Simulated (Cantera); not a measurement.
Input: 1 mol C2H6, 0.75 mol NH3, 1.7 mol H2, equilibrated at 1825 K and 1500000 Pa.

Method: chemical equilibrium by Gibbs-energy minimisation in Cantera with the NASA 1993 tables (ideal gas, pure condensed phases). Candidate condensed phases: C, C6H6, C7H8, C8H18; 92 gas species. Rates play no part.

What is the equilibrium state?


```
Item                     Value
-------------------  ---------
x(H2)                    0.929
x(N2)                   0.0601
x(CH4)                 0.00917
x(HCN)                 0.00164
x(C2H2 (acetylene))   0.000199
x(H)                  0.000110
x(NH3)                 9.13e-5
x(HNC)                 6.56e-5
x(C2H4)                5.48e-5
n(C(graphite))        1.93 mol
gas amount           6.143 mol
```
